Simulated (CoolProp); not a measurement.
Saturation properties of sulfur hexafluoride (Tc = 318.7 K, pc = 3755 kPa, ω = 0.210).

Values from CoolProp's reference Helmholtz-energy equation of state, Guder 2009.

```
T (K)  p (kPa)  liquid cp (kJ/(kg K))  vapour Z  vapour viscosity (µPa s)
-----  -------  ---------------------  --------  ------------------------
235.6    374.1                      ?    0.9014                      12.6
240      440.1                 0.8902    0.8895                      12.8
244.4    514.3                 0.9056    0.8768                      13.1
248.8        ?                 0.9218    0.8631                         ?
253.2    690.5                 0.9390    0.8484                      13.6
257.6    793.7                 0.9574    0.8327                      13.9
261.9    905.3                 0.9770    0.8163                      14.1
266.3     1031                 0.9990    0.7984                      14.4
270.7     1169                  1.023    0.7792                      14.7
275.1     1320                  1.051    0.7587                      15.1
279.5     1486                  1.083         ?                      15.5
```

What belongs in the gaps?


- 235.6, liquid cp (kJ/(kg K)): 0.8754
- 248.8, p (kPa): 597.6
- 248.8, vapour viscosity (µPa s): 13.3
- 279.5, vapour Z: 0.7367

Viscosity comes from a separate model (Quiñones-Cisneros 2012).
